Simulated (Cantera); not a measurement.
A closed system holds: 1 mol CH3SiCl3, 0.029 mol CH4, 26 mol H2, held at 4.70 mbar.

Method: chemical equilibrium by Gibbs-energy minimisation in Cantera with the NASA 1993 tables (ideal gas, pure condensed phases). Candidate condensed phases: C, C6H6, C7H8, C8H18, Si, SiC; 109 gas species. The feed counts by its element totals alone. The tables' values for SiCl are old estimates; treat these amounts as uncertain. Gases not in the tables: Si2H6 and higher silanes. The numbers say what is thermodynamically allowed, not how fast it happens.

Problem. At 1927 °C, list the 6 most abundant gas species with their mole fractions, and the condensed phases.

Solution. H2 0.818, HCl 0.0877, H 0.0743, Si 0.00842, Cl 0.00580, C2H2 (acetylene) 0.00209. Condensed: C(graphite) + SiC(s).
